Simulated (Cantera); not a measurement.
# Equilibrium for carbothermic reduction: Fe3O4 + C + H2

A closed system holds: 1 mol Fe3O4, a varied amount of C, 2.1 mol H2, held at 1952 °C and 32.3 Torr.

These are equilibrium values from Cantera (NASA tables, ideal gas, pure condensed phases), not measurements of a reactor. Candidate condensed phases: C, C6H6, C7H8, C8H18, Fe, Fe(CO)5, FeO, Fe(OH)2, Fe(OH)3, Fe2O3, Fe3O4, H2O; 114 gas species. Each liquid is taken as pure. Mutual solubility and eutectic melting of coexisting phases are not modelled. The tables' stoichiometric FeO is somewhat more stable than real wüstite, so its field is too wide. FeO: taken at fixed stoichiometry. The numbers say what is thermodynamically allowed, not how fast it happens.

```
n(C) (mol)  log p H2  log p CO  log p H2O  log p Fe  log p CO2  log p H  n FeO(l)  n Fe(l)
----------  --------  --------  ---------  --------  ---------  -------  --------  -------
0.35           -1.68     -2.29      -1.90     -2.56      -3.24    -3.03      2.82        0
0.63           -1.70     -2.08      -2.02     -2.46      -3.13    -3.04      2.64    0.115
0.92           -1.75     -1.96      -2.06     -2.46      -3.01    -3.06      2.32    0.403
1.2            -1.78     -1.89      -2.10     -2.46      -2.93    -3.08      2.02    0.681
1.5            -1.82     -1.83      -2.14     -2.46      -2.87    -3.10      1.69    0.978
1.8            -1.86     -1.78      -2.17     -2.46      -2.83    -3.12      1.37     1.28
2.1            -1.89     -1.75      -2.21     -2.46      -2.79    -3.13      1.05     1.57
2.4            -1.92     -1.72      -2.24     -2.46      -2.77    -3.15     0.720     1.87
2.6            -1.94     -1.70      -2.26     -2.46      -2.75    -3.16     0.504     2.07
2.9            -1.97     -1.68      -2.28     -2.46      -2.73    -3.17     0.179     2.37
```
log p: log10 of the partial pressure in bar; n: condensed amount in mol.

At 0.35 mol C the condensed part is FeO(l). From 0.63 mol C to 2.9 mol C the condensed part is Fe(l) + FeO(l). The main Fe-bearing gas is Fe throughout. The share of Fe in condensed phases is highest at 0.35 mol C (94.2 %) and lowest at 2.9 mol C (84.9 %).
